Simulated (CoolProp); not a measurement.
Carbon dioxide along the isobar 22.4 MPa: density (kg/m³) from the reference equation and from simpler models built on Tc = 304.1 K, pc = 7.377 MPa, ω = 0.224; each cubic takes its own stable root.

Model: reference Helmholtz-energy equation of state, Span 1996, in CoolProp.

```
T (K)          phase  reference
-----  -------------  ---------
276.3         liquid       1018
280.9         liquid      999.8
285.4         liquid      982.0
290           liquid      963.3
294.6         liquid      944.1
299.2         liquid      924.3
303.8         liquid      903.9
308.4  supercritical      882.9
313    supercritical      861.1
317.6  supercritical      838.7
322.2  supercritical      815.5
326.8  supercritical      791.6
331.4  supercritical      767.0
336    supercritical      741.7
```

How far does each simpler model (Soave-Redlich-Kwong, Peng-Robinson) lie from the reference over these 14 states: mean and median of the absolute difference, and the worst?


- Soave-Redlich-Kwong: mean 9.6 %, median 9.5 %, worst -11.5 % at 336 K and 22.4 MPa
- Peng-Robinson: mean 1.9 %, median 2.0 %, worst +3.5 % at 276.3 K and 22.4 MPa
